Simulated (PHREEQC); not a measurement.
A solution holds 0.11 mol Al(NO3)3, 0.011 mol Na2CO3 and 3.2e-05 mol Cs2CO3 per kg of water, at 20 °C. Closed to the air; pH follows from the charge balance.

Computed with PHREEQC (ion-association model, wateq4f.dat).

Problem. The ionic strength comes out as 0.619 mol/kgw. What activity coefficients do Al+3, Na+, H+, Al(OH)2+, HCO3- get?

Solution. Al+3 0.083, Na+ 0.71, H+ 0.76, Al(OH)2+ 0.68, HCO3- 0.68.

No solid was allowed to form. The solution is supersaturated, for example in Al(OH)3(a), Boehmite (slow to form), so a real one may precipitate; this is no full list.
